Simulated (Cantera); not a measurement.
Input (Python, Cantera):

```python
import numpy as np
import cantera as ct

gas = ct.Solution("gri30.yaml")
gas.TPX = 648, 210000, {'C3H8': 1, 'O2': 7.58, 'N2': 28.5}
flame = ct.FreeFlame(gas, width=0.024)
flame.set_refine_criteria(ratio=3, slope=0.08, curve=0.16)
flame.transport_model = "mixture-averaged"
flame.solve(loglevel=0, auto=True)
z, T = flame.grid, flame.T
thick = (T[-1] - T[0]) / np.gradient(T, z).max()
show = ['C3H8', 'O2', 'OH', 'NO', 'C2H2', 'CH2CO']
print(f"laminar burning velocity  {flame.velocity[0] * 100:.3f} cm/s")
print(f"burnt temperature         {T[-1]:.1f} K")
print(f"thermal thickness         {thick * 1e3:.4f} mm")
print(f"grid points               {len(z)}")
z0 = z[flame.heat_release_rate.argmax()]
print(f"{'z/mm':>9s}{'T/K':>9s}{'u/(m/s)':>9s}" + "".join(f"{s:>11s}" for s in show))
rows = []
for k in (-3, -2, -1.5, -1, -0.5, -0.25, 0, 0.25, 0.5, 1, 2, 4, 8):
    zz = z0 + k * thick
    rows.append([k * thick, np.interp(zz, z, T), np.interp(zz, z, flame.velocity),
                 *(np.interp(zz, z, flame.X[gas.species_index(s)]) for s in show)])
    print(f"{rows[-1][0] * 1e3:9.3f}{rows[-1][1]:9.1f}{rows[-1][2]:9.3f}" + "".join(f"{x:11.3e}" for x in rows[-1][3:]))
```

Output:

```
laminar burning velocity  99.672 cm/s
burnt temperature         2087.7 K
thermal thickness         0.1829 mm
grid points               135
     z/mm      T/K  u/(m/s)       C3H8         O2         OH         NO       C2H2      CH2CO
   -0.549    648.3    0.998  2.696e-02  2.043e-01  2.100e-12  1.449e-10  1.923e-08  2.213e-08
   -0.366    650.8    1.003  2.693e-02  2.039e-01  5.536e-10  1.698e-09  2.931e-07  4.514e-07
   -0.274    658.1    1.015  2.687e-02  2.030e-01  7.349e-09  6.358e-09  1.229e-06  2.181e-06
   -0.183    697.3    1.080  2.647e-02  1.988e-01  2.802e-07  3.650e-08  7.899e-06  1.801e-05
   -0.091    938.1    1.475  2.053e-02  1.742e-01  1.632e-05  3.498e-07  7.254e-05  2.447e-04
   -0.046   1239.9    1.985  8.968e-03  1.431e-01  2.078e-04  9.175e-07  1.910e-04  7.691e-04
    0.000   1568.6    2.545  5.095e-04  1.072e-01  1.774e-03  1.958e-06  2.844e-04  1.027e-03
    0.046   1723.0    2.794  1.153e-06  8.723e-02  4.277e-03  3.503e-06  4.482e-05  2.451e-04
    0.091   1788.7    2.889  7.199e-10  7.929e-02  5.557e-03  5.101e-06  1.560e-06  2.127e-05
    0.183   1872.5    3.004  1.744e-15  7.310e-02  6.280e-03  7.841e-06  1.600e-09  1.273e-07
    0.366   1961.9    3.128  3.939e-24  6.921e-02  5.967e-03  1.183e-05  2.436e-14  2.384e-11
    0.731   2030.1    3.224  1.800e-34  6.740e-02  4.644e-03  1.666e-05  1.237e-19  2.700e-16
    1.463   2068.1    3.276  1.157e-40  6.670e-02  3.178e-03  2.150e-05  4.054e-22  2.280e-19
```

Cantera simulation using GRI-Mech 3.0 (53 species, 325 reactions); the numbers are that mechanism's predictions, not measurements. GRI-Mech 3.0 was tuned for natural gas; its chemistry of propane as a main component is partial and can be far from experiment. Burning velocities carry a grid error of a few per cent, more on coarse grids.
